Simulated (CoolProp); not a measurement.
Computed with CoolProp (reference Helmholtz-energy equation of state, Tillner-Roth 1997).

Q: For CH2F2 (R32), give the phase and the cv (kJ/(kg K)), speed of sound (m/s), conductivity (mW/(m K)) at 283 K and 0.895 MPa; 196.8 K and 7.51 MPa; 259.1 K and 0.109 MPa.

A: 
- 283 K and 0.895 MPa: gas; cv 0.821, speed of sound 215, conductivity 13.7
- 196.8 K and 7.51 MPa: liquid; cv 0.962, speed of sound 1130, conductivity 212
- 259.1 K and 0.109 MPa: gas; cv 0.641, speed of sound 225, conductivity 10.9

Thermal conductivity comes from a separate model (Huber 2003), an estimate that may be off by 10 % or more.
